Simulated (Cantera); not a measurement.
An isothermal, constant-pressure homogeneous reactor starts with CH4 : H2 = 1 : 9.3 (molar parts), at 1800 K and 0.173 Torr. Integrator tolerance rtol = 1e-08.

Cantera simulation using GRI-Mech 3.0 (53 species, 325 reactions); the numbers are that mechanism's predictions, not measurements. GRI-Mech 3.0 stops at C3 and has no aromatics, soot or wall deposition, so with more carbon than oxygen in the feed, carbon stays in small species such as C2H2 where larger ones or solid carbon would form. Radical loss at walls, strong at low pressure, is not modelled.

Question: What does this change do: temperature 1800 to 1150 K?

Answer: 
```csv
quantity,before,after
x(CH4) at 20.0 s,0.00649 (gas-phase equilibrium 2.50e-6),0.0971 (gas-phase equilibrium 0.00513)
x(H2) at 20.0 s,0.948 (gas-phase equilibrium 0.933),0.903 (gas-phase equilibrium 0.953)
x(H) at 20.0 s,0.00406 (gas-phase equilibrium 0.0230),1.61e-8 (gas-phase equilibrium 4.83e-6)
x(C2H) at 20.0 s,1.53e-6 (gas-phase equilibrium 9.41e-6),<1e-12 (gas-phase equilibrium 2.30e-11)
x(CH2) at 20.0 s,2.37e-6 (gas-phase equilibrium 3.44e-8),<1e-12 (gas-phase equilibrium 1.11e-12)
x(C2H6) at 20.0 s,1.20e-7 (gas-phase equilibrium <1e-12),1.75e-12 (gas-phase equilibrium 1.54e-8)
```

Question: What does this change do: temperature 1800 to 1400 K?

Answer: 
```
quantity                                            before                                      after
-----------------  ---------------------------------------  -----------------------------------------
x(CH4) at 20.0 s   0.00649 (gas-phase equilibrium 2.50e-6)    0.0970 (gas-phase equilibrium 0.000121)
x(H2) at 20.0 s        0.948 (gas-phase equilibrium 0.933)        0.903 (gas-phase equilibrium 0.955)
x(H) at 20.0 s      0.00406 (gas-phase equilibrium 0.0230)   2.27e-5 (gas-phase equilibrium 0.000316)
x(C2H) at 20.0 s   1.53e-6 (gas-phase equilibrium 9.41e-6)     <1e-12 (gas-phase equilibrium 1.41e-8)
x(CH2) at 20.0 s   2.37e-6 (gas-phase equilibrium 3.44e-8)  8.59e-10 (gas-phase equilibrium 1.91e-10)
x(C2H6) at 20.0 s   1.20e-7 (gas-phase equilibrium <1e-12)   2.86e-7 (gas-phase equilibrium 3.43e-11)
```
